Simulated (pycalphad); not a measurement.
# Effect of Mg content in Al-Mg-Fe-Si

All values are pycalphad results on the COST 507 light-alloy database (1999) (1 atm), not direct measurements. The database dates from 1999; later assessments differ in places, in temperatures and in the compounds included. Not assessed as a whole: an extrapolation from subsystems, which can miss ternary compounds. Phase fractions are per mole of atoms.

```json
[
 {"alloy": "Al-0.3316Mg-19.79Fe-0.6635Si (wt.%)", "liquidus (K)": "1305", "first solid": "AL13FE4", "solidus (K)": "894", "phases at 750 K": "fcc 0.53, AL13FE4 0.38, ALFESI_ALPHA 0.09"},
 {"alloy": "Al-1.32Mg-19.81Fe-0.6642Si (wt.%)", "liquidus (K)": "1310", "first solid": "AL13FE4", "solidus (K)": "867", "phases at 750 K": "fcc 0.53, AL13FE4 0.44, MG2SI 0.02, ALFESI_ALPHA 0.01"},
 {"alloy": "Al-1.977Mg-19.83Fe-0.6647Si (wt.%)", "liquidus (K)": "1313", "first solid": "AL13FE4", "solidus (K)": "867", "phases at 750 K": "fcc 0.53, AL13FE4 0.45, MG2SI 0.02"},
 {"alloy": "Al-2.643Mg-19.84Fe-0.6652Si (wt.%)", "liquidus (K)": "1316", "first solid": "AL13FE4", "solidus (K)": "861", "phases at 750 K": "fcc 0.53, AL13FE4 0.45, MG2SI 0.02"},
 {"alloy": "Al-3.971Mg-19.87Fe-0.6662Si (wt.%)", "liquidus (K)": "(withheld)", "first solid": "AL13FE4", "solidus (K)": "(withheld)", "phases at 750 K": "fcc 0.53, AL13FE4 0.45, MG2SI 0.02"},
 {"alloy": "Al-5.302Mg-19.9Fe-0.6672Si (wt.%)", "liquidus (K)": "1331", "first solid": "AL13FE4", "solidus (K)": "794", "phases at 750 K": "fcc 0.53, AL13FE4 0.45, MG2SI 0.02"}
]
```

Question: Some entries are withheld; supply them.

Answer: 
- Al-3.971Mg-19.87Fe-0.6662Si (wt.%), liquidus (K): 1324
- Al-3.971Mg-19.87Fe-0.6662Si (wt.%), solidus (K): 831

Database names, with the compositions (at.%) that they take in these runs: AL13FE4: Al 76 Fe 24; ALFESI_ALPHA: Al 73 Fe 19 Si 7; MG2SI: Mg 67 Si 33.
